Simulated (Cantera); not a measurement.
Feed: 1 mol NaOH, 0.32 mol H2O, held at 10.0 Torr.

Method: chemical equilibrium by Gibbs-energy minimisation in Cantera with the NASA 1993 tables (ideal gas, pure condensed phases). Candidate condensed phases: H2O, Na, NaOH, NaO2, Na2O, Na2O2; 16 gas species. Kinetics and transport are ignored. All values below are at 1673 K.

Base state: NaOH 0.421, H2O 0.310, Na 0.213, O2 0.0528, NaO 0.00120, OH 0.00111, H2 0.000176, O 6.65e-5 (mole fractions); condensed: gas only.

Problem. What changes in the equilibrium state with this change: H2O from 0.32 to 0.037 mol?

Solution. 
```csv
species,before,after
NaOH,0.421,0.462
Na,0.213,0.290
H2O,0.310,0.173
O2,0.0528,0.0717
Na2O,3.26e-5,7.03e-5
H2,0.000176,8.45e-5
Na2,7.28e-6,1.34e-5
```

Problem. What changes in the equilibrium state with this change: pressure from 10.0 Torr to 750 Torr?

Solution. 
```json
[
 {"species": "H2O", "before": "0.310", "after": "0.620"},
 {"species": "NaOH", "before": "0.421", "after": "0.362"},
 {"species": "Na", "before": "0.213", "after": "0.0107"},
 {"species": "O2", "before": "0.0528", "after": "0.00268"},
 {"species": "Na2(OH)2", "before": "6.25e-5", "after": "0.00347"},
 {"species": "O", "before": "6.65e-5", "after": "1.73e-6"},
 {"species": "NaO", "before": "0.00120", "after": "0.000117"},
 {"species": "NaOH(l), mol", "before": "0", "after": "0.802"}
]
```
